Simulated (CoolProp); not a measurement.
Vapour-liquid equilibrium of R1234yf (1) + R1234ze(E) (2) at 237 K; x and y are mole fractions of (1).

Computed with CoolProp (multi-fluid Helmholtz-energy mixture model, Lemmon 2022 and Thol 2016; pair parameters Bell 2022).

| x | bubble pressure, mixture model (kPa) | bubble pressure, Raoult's law (kPa) | y, mixture model | y, Raoult's law |
|---|---|---|---|---|
| 0.05 | 46.72 | 46.45 | 0.085 | 0.080 |
| 0.15 | 50.04 | 49.43 | 0.232 | 0.227 |
| 0.25 | 53.18 | 52.41 | 0.359 | 0.357 |
| 0.35 | 56.18 | 55.40 | 0.470 | 0.472 |
| 0.45 | 59.10 | 58.38 | 0.571 | 0.576 |
| 0.55 | 61.97 | 61.36 | 0.663 | 0.670 |
| 0.65 | 64.81 | 64.34 | 0.748 | 0.755 |
| 0.75 | 67.64 | 67.32 | 0.826 | 0.833 |
| 0.85 | 70.48 | 70.30 | 0.900 | 0.904 |
| 0.95 | 73.34 | 73.28 | 0.968 | 0.969 |

The largest gap from Raoult's law is +1.5 % in bubble pressure, at x = 0.25. No azeotrope shows between x = 0.05 and 0.95.

Pair parameters are fitted to limited data, so mixtures are less certain than the pure fluids.
